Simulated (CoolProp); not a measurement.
Methane along the isobar 0.882 MPa: density (kg/m³) from the reference equation and from simpler models built on Tc = -82.6 °C, pc = 4.599 MPa, ω = 0.011; each cubic takes its own stable root.

Computed with CoolProp (reference Helmholtz-energy equation of state, Setzmann 1991).

```csv
T (°C),phase,reference
-140.35,liquid,390.0
-127.15,liquid,365.8
-113.95,gas,12.15
-100.85,gas,10.89
-87.65,gas,9.898
-74.45,gas,9.100
-61.35,gas,8.440
-48.15,gas,7.876
-34.95,gas,7.388
-21.85,gas,6.964
-8.65,gas,6.587
4.55,gas,6.251
17.65,gas,5.951
30.85,gas,5.678
44.05,gas,5.430
```

How far does each simpler model (van der Waals, Redlich-Kwong, Soave-Redlich-Kwong, Peng-Robinson) lie from the reference over these 15 states: mean and median of the absolute difference, and the worst?


- van der Waals: mean 13.3 %, median 0.3 %, worst -96.4 % at -127.15 °C and 0.882 MPa
- Redlich-Kwong: mean 0.3 %, median 0.1 %, worst -2.6 % at -127.15 °C and 0.882 MPa
- Soave-Redlich-Kwong: mean 0.4 %, median 0.1 %, worst -3.5 % at -127.15 °C and 0.882 MPa
- Peng-Robinson: mean 1.9 %, median 0.7 %, worst +11.2 % at -140.35 °C and 0.882 MPa

At some of these states van der Waals gives the other phase, because its saturation line lies elsewhere.
